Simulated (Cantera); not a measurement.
SiHCl3 + NH3 (silicon nitride deposition)

Input: 1 mol SiHCl3, 1.9 mol NH3, equilibrated at 625 °C and 0.195 Torr.

Cantera equilibrium calculation (NASA polynomials, part measured and part estimated; ideal gas, pure solids and liquids). Candidate condensed phases: NH4Cl, Si, Si3N4; 28 gas species. The tables' values for SiCl3 are old estimates; treat these amounts as uncertain. Rates play no part.

| Item | Result |
|---|---|
| x(HCl) | 0.449 |
| x(H2) | 0.436 |
| x(N2) | 0.0795 |
| x(SiCl4) | 0.0354 |
| x(SiHCl3) | 9.56e-5 |
| x(SiCl3) | 3.63e-5 |
| x(SiCl2) | 1.80e-6 |
| n(Si3N4(s)) | 0.273 mol |
| gas amount | 5.073 mol |
| log10 activity of Si(s) (absent) | -5.54 |
